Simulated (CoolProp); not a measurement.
Ethanol along the isotherm 580.4 K: density (kg/m³) from the reference equation and from simpler models built on Tc = 514.7 K, pc = 6.268 MPa, ω = 0.644; each cubic takes its own stable root.

Computed with CoolProp (reference Helmholtz-energy equation of state, Schroeder 2014).

```json
[
 {"p (MPa)": "1.04", "phase": "gas", "reference": "10.22"},
 {"p (MPa)": "2.09", "phase": "gas", "reference": "21.18"},
 {"p (MPa)": "3.13", "phase": "gas", "reference": "32.79"},
 {"p (MPa)": "4.18", "phase": "gas", "reference": "45.45"},
 {"p (MPa)": "5.22", "phase": "gas", "reference": "59.15"},
 {"p (MPa)": "6.27", "phase": "supercritical", "reference": "74.50"},
 {"p (MPa)": "7.31", "phase": "supercritical", "reference": "91.70"},
 {"p (MPa)": "8.36", "phase": "supercritical", "reference": "111.8"},
 {"p (MPa)": "9.4", "phase": "supercritical", "reference": "135.5"}
]
```

### Question
How far does each simpler model (ideal gas, van der Waals, Peng-Robinson) lie from the reference over these 9 states: mean and median of the absolute difference, and the worst?

### Answer
- ideal gas: mean 16.8 %, median 15.8 %, worst -33.8 % at 580.4 K and 9.4 MPa
- van der Waals: mean 11.4 %, median 8.0 %, worst +30.9 % at 580.4 K and 9.4 MPa
- Peng-Robinson: mean 4.4 %, median 4.8 %, worst +6.4 % at 580.4 K and 7.31 MPa
